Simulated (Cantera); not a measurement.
Mixture: CH4 : O2 : N2 = 1 : 2.17 : 8.17 (molar parts), equivalence ratio 0.92, at 14.0 bar, adiabatic and at constant pressure. Ignition delay is the time to a rise of 400 K.

Detailed kinetics in Cantera: GRI-Mech 3.0 (53 species, 325 reactions). The pressure lies above the range GRI-Mech 3.0 was tuned for (to about 10 atm).

Problem. What does this change do: 0.092 parts H2 added?

Solution. 
| quantity | before | after |
|---|---|---|
| delay at 1025 K | 36.9 ms | 10.1 ms |
| delay at 1225 K | 2.33 ms | 0.905 ms |
| delay at 1425 K | 0.274 ms | 0.164 ms |
| delay at 1625 K | 45.3 µs | 33.8 µs |
| delay at 1825 K | 10.3 µs | 8.67 µs |
| apparent activation energy between 1725 and 1925 K | 180 kJ/mol | 170 kJ/mol |
